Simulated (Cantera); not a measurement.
What does this Cantera script print?

```python
import numpy as np
import cantera as ct

gas_names = [...]  # 115 gases of nasa_gas.yaml made of C, Ca, H, O
cond_names = """
    C(gr) C6H6(L) C7H8(L) C8H18(L),n-octa Ca(a) Ca(b) Ca(L) CaCO3(caL) CaO(s) CaO(L) CaO2H2(s) H2O(s)
    H2O(L)
""".split()


# ... load() reads the species with a 1 bar reference pressure and builds the phases ...
atoms = {
    'Ca(OH)2': {'Ca': 1, 'O': 2, 'H': 2},
    'H2O': {'H': 2, 'O': 1},
    'CO2': {'C': 1, 'O': 2},
}
top_T = {'C(gr)': 4500}  # K; cautious upper limits of use, not melting points


# ... equilibrate(T, P, feed) seeds the gas with the atoms and calls Mixture.equilibrate('TP', solver="vcs", rtol=1e-11, max_steps=5000) ...
results = []
feed = {'Ca(OH)2': 1, 'H2O': 3.1, 'CO2': 0.059}  # mol
T = 2048.15  # K
for P in [10, 68, 460, 3200, 22000, 150000, 1000000]:
    mix = equilibrate(T, P, feed)
    results.append((T, P, feed, dict(zip(mix.species_names, mix.species_moles))))

top = {s: max(r[3][s] / sum(r[3][g] for g in gas_names) for r in results) for s in gas_names}
cols = sorted((s for s in top if top[s] > 1e-05), key=lambda s: -top[s])[:8]
seen = [c for c in cond_names if any(r[3].get(c, 0) > 1e-12 for r in results)]
print("log10 of partial pressures in bar; condensed amounts in mol")
print(f"{'P/Pa':>10s}" + "".join(f"{s[:9]:>10s}" for s in cols + seen))
for T, P, feed, n in results:
    ng = sum(n[g] for g in gas_names)
    print(f"{P:10.4g}" + "".join(f"{np.log10(max(n[s] / ng * P / 1e5, 1e-99)):10.3f}" for s in cols)
          + "".join(f"{n.get(c, 0):10.4g}" for c in seen))
```

It prints:

```
log10 of partial pressures in bar; condensed amounts in mol
      P/Pa       H2O        H2         H        O2        OH         O       CO2        CO    CaO(s)
        10    -4.175    -4.937    -5.118    -5.248    -5.319    -5.642    -6.176    -6.260    0.9962
        68    -3.252    -4.313    -4.806    -4.649    -4.708    -5.342    -5.195    -5.579     0.999
       460    -2.382    -3.729    -4.514    -4.077    -4.130    -5.056    -4.284    -4.953    0.9993
      3200    -1.520    -3.152    -4.226    -3.507    -3.556    -4.771    -3.395    -4.350    0.9994
   2.2e+04    -0.674    -2.587    -3.943    -2.944    -2.992    -4.490    -2.534    -3.770    0.9994
   1.5e+05     0.165    -2.028    -3.663    -2.386    -2.434    -4.211    -1.687    -3.202    0.9994
     1e+06     0.991    -1.476    -3.388    -1.836    -1.883    -3.936    -0.856    -2.646    0.9994
```

Method: chemical equilibrium by Gibbs-energy minimisation in Cantera with the NASA 1993 tables (ideal gas, pure condensed phases).
